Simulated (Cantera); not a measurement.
A Cantera script and its output.

```python
import numpy as np
import cantera as ct

gas = ct.Solution("gri30.yaml")
gas.TPX = 1775, 62, {'C2H6': 1, 'N2': 76}
reactor = ct.IdealGasConstPressureReactor(gas, energy="off", clone=False)
net = ct.ReactorNet([reactor])
net.rtol, net.atol = 1e-08, 1e-18
show = ['C2H6', 'H2', 'H', 'C2H', 'HCN', 'CH2', 'CH3']
times = np.geomspace(1e-06, 10, 15)

steps = ct.SolutionArray(gas, extra=["t"])
rows = []
print(f"{'t/s':>10s}{'T/K':>9s}{'P/Pa':>11s}" + "".join(f"{s:>11s}" for s in show))
for t in times:
    while net.time < t:
        t_next = net.step()
        steps.append(gas.state, t=t_next)
    rows.append([np.interp(t, steps.t, y) for y in (steps.T, steps.P, *steps(*show).X.T)])
    print(f"{t:10.3e}{rows[-1][0]:9.1f}{rows[-1][1]:11.4g}" + "".join(f"{x:11.3e}" for x in rows[-1][2:]))
rate = np.gradient(steps.T, steps.t)
print("integrator steps:", len(steps.t))
if steps.T.max() > steps.T[0] + 200:
    print(f"time of steepest temperature rise: {steps.t[rate.argmax()]:.4e} s")
gas.TPX = 1775, 62, {'C2H6': 1, 'N2': 76}
gas.equilibrate("TP")
print(f"equilibrium (TP): T = {gas.T:.1f} K  " + "  ".join(f"{s} {gas[s].X[0]:.3e}" for s in show))
```

Result:

```
       t/s      T/K       P/Pa       C2H6         H2          H        C2H        HCN        CH2        CH3
 1.000e-06   1775.0         62  1.299e-02  8.350e-13  1.483e-09  1.738e-30  5.218e-21  9.271e-16  3.230e-06
 3.162e-06   1775.0         62  1.298e-02  8.295e-12  4.691e-09  2.094e-28  1.618e-19  2.304e-14  1.021e-05
 1.000e-05   1775.0         62  1.297e-02  8.222e-11  1.485e-08  3.308e-26  4.979e-18  6.899e-13  3.228e-05
 3.162e-05   1775.0         62  1.294e-02  8.248e-10  4.746e-08  7.947e-24  1.568e-16  2.424e-11  1.019e-04
 1.000e-04   1775.0         62  1.282e-02  8.612e-09  1.644e-07  2.837e-21  4.941e-15  9.027e-10  3.208e-04
 3.162e-04   1775.0         62  1.248e-02  1.217e-07  9.399e-07  2.215e-18  1.568e-13  3.119e-08  9.988e-04
 1.000e-03   1775.0         62  1.144e-02  4.230e-06  1.436e-05  7.567e-15  1.138e-11  9.373e-07  2.996e-03
 3.162e-03   1775.0         62  8.479e-03  2.265e-04  2.763e-04  1.948e-10  3.012e-08  1.959e-05  7.760e-03
 1.000e-02   1775.0         62  2.006e-03  4.095e-03  1.482e-03  1.112e-06  6.067e-06  8.502e-05  1.168e-02
 3.162e-02   1775.0         62  6.132e-06  1.537e-02  1.684e-03  5.961e-06  3.854e-05  5.825e-05  3.575e-03
 1.000e-01   1775.0         62  1.392e-07  2.159e-02  8.557e-04  3.424e-06  6.283e-05  1.758e-05  8.522e-04
 3.162e-01   1775.0         62  2.751e-08  2.341e-02  5.157e-04  2.072e-06  7.593e-05  5.991e-06  3.425e-04
 1.000e+00   1775.0         62  6.739e-09  2.415e-02  3.607e-04  1.438e-06  8.557e-05  2.248e-06  1.596e-04
 3.162e+00   1775.0         62  1.690e-09  2.460e-02  2.868e-04  1.136e-06  9.425e-05  9.199e-07  7.734e-05
 1.000e+01   1775.0         62  3.762e-10  2.490e-02  2.714e-04  1.071e-06  1.045e-04  4.177e-07  3.616e-05
integrator steps: 939
equilibrium (TP): T = 1775.0 K  C2H6 1.345e-17  H2 2.439e-02  H 1.828e-03  C2H 8.464e-07  HCN 2.240e-02  CH2 7.798e-10  CH3 9.436e-09
```

Computed with Cantera and GRI-Mech 3.0 (53 species, 325 reactions). GRI-Mech 3.0 stops at C3 and has no aromatics, soot or wall deposition, so with more carbon than oxygen in the feed, carbon stays in small species such as C2H2 where larger ones or solid carbon would form. Radical loss at walls, strong at low pressure, is not modelled.
